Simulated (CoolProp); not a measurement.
Vapour-liquid equilibrium of R22 (1) + R114 (2) at 280.4 K; x and y are mole fractions of (1).

Computed with CoolProp (multi-fluid Helmholtz-energy mixture model, Kamei 1995 and Platzer 1990; pair parameters Bell 2016). This equation is an older, rougher fit; its heat capacities, sound speeds and derivatives of the liquid may be far off and weren't checked against measurements.

Q: Give the bubble pressure and the first vapour's composition at x = 0.05, 0.35, 0.95. Is there an azeotrope?

A: x = 0.05: 0.1627 MPa, y = 0.307; x = 0.35: 0.3447 MPa, y = 0.739; x = 0.95: 0.6029 MPa, y = 0.982. No azeotrope shows between x = 0.05 and 0.95.

Pair parameters are fitted to limited data, so mixtures are less certain than the pure fluids.
